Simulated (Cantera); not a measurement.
Source: NASA polynomial tables (part measured, part estimated), evaluated in Cantera. Values are per mole of reaction as written; species without (g) are pure solids or liquids, kept so even where they would boil at 1 bar. TaC: taken at fixed stoichiometry.

2 O(g) + TaC = C + TaO₂(g)

```
T (K)  ΔH° (kJ)  ΔS° (J/K)  ΔG° (kJ)  log10 K
-----  --------  ---------  --------  -------
300      -555.1      -78.7    -531.5    92.55
773      -565.4     -100.0    -488.1    32.98
973      -568.6     -103.7    -467.7    25.11
1173     -571.7     -106.6    -446.7    19.89
1373        ___        ___       ___      ___
1573     -578.0     -111.2    -403.1    13.38
1773        ___        ___       ___      ___
1973     -584.8     -115.1    -357.8     9.47
2173     -588.4     -116.8    -334.6     8.04
2373        ___        ___       ___      ___
2573     -596.3     -120.1    -287.2     5.83
```

Task: What belongs in the gaps?

Result: 
- 1373, ΔH° (kJ): -574.8
- 1373, ΔS° (J/K): -109.1
- 1373, ΔG° (kJ): -425.1
- 1373, log10 K: 16.17
- 1773, ΔH° (kJ): -581.3
- 1773, ΔS° (J/K): -113.2
- 1773, ΔG° (kJ): -380.6
- 1773, log10 K: 11.21
- 2373, ΔH° (kJ): -592.3
- 2373, ΔS° (J/K): -118.5
- 2373, ΔG° (kJ): -311.1
- 2373, log10 K: 6.85
